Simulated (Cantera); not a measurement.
An isothermal, constant-pressure homogeneous reactor starts with NO : N2 = 1 : 1.1 (molar parts), at 1825 K and 1900 Pa.

Model: GRI-Mech 3.0 (53 species, 325 reactions), integrated in Cantera. Radical loss at walls, strong at low pressure, is not modelled.

Predict: x(NO) at 90.0 s; x(O2) at 90.0 s; x(N2) at 90.0 s; x(N2O) at 90.0 s; x(O) at 90.0 s.


```
Property                                             Result
----------------  -----------------------------------------
x(NO) at 90.0 s       0.190 (gas-phase equilibrium 0.00472)
x(O2) at 90.0 s         0.143 (gas-phase equilibrium 0.235)
x(N2) at 90.0 s         0.667 (gas-phase equilibrium 0.759)
x(N2O) at 90.0 s    1.01e-5 (gas-phase equilibrium 3.66e-8)
x(O) at 90.0 s    0.000435 (gas-phase equilibrium 0.000544)
```
